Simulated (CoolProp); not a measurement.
Model: reference Helmholtz-energy equation of state, Lemmon 2006, in CoolProp. It is a short technical equation, of lower accuracy than the large ones.

For acetone, give the phase and the Z, cv (kJ/(kg K)), speed of sound (m/s), Joule-Thomson coefficient (K/MPa) at 221.6 K and 30.1 bar; 465.9 K and 30.1 bar.


- 221.6 K and 30.1 bar: liquid; Z 0.109, cv 1.46, speed of sound 1550, Joule-Thomson coefficient -0.419
- 465.9 K and 30.1 bar: liquid; Z 0.0836, cv 1.94, speed of sound 407, Joule-Thomson coefficient 0.769
